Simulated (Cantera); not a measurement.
Mixture: CH₄ : CO : O₂ : N₂ = 1 : 1.1 : 2.55 : 9.59 (molar parts), at 3700000 Pa, adiabatic and at constant pressure. Ignition delay is the time to a rise of 400 K.

Model: GRI-Mech 3.0 (53 species, 325 reactions), integrated in Cantera. The pressure lies above the range GRI-Mech 3.0 was tuned for (to about 10 atm).

Problem. What does this change do: 0.032 parts C2H6 added?

Solution. 
| quantity | before | after |
|---|---|---|
| delay at 1123 K | 8.21 ms | 5.08 ms |
| delay at 1223 K | 1.81 ms | 1.18 ms |
| delay at 1323 K | 0.490 ms | 0.331 ms |
| delay at 1423 K | 0.157 ms | 0.107 ms |
| delay at 1523 K | 57.2 µs | 39.5 µs |
| delay at 1623 K | 23.3 µs | 16.2 µs |
| apparent activation energy between 1423 and 1623 K | 180 kJ/mol | 180 kJ/mol |

Problem. What does this change do: 0.027 parts H2 added?

Solution. 
```
quantity                                                before       after
--------------------------------------------------  ----------  ----------
delay at 1123 K                                        8.21 ms     5.45 ms
delay at 1223 K                                        1.81 ms     1.32 ms
delay at 1323 K                                       0.490 ms    0.386 ms
delay at 1423 K                                       0.157 ms    0.131 ms
delay at 1523 K                                        57.2 µs     49.9 µs
delay at 1623 K                                        23.3 µs     21.1 µs
apparent activation energy between 1423 and 1623 K  180 kJ/mol  180 kJ/mol
```
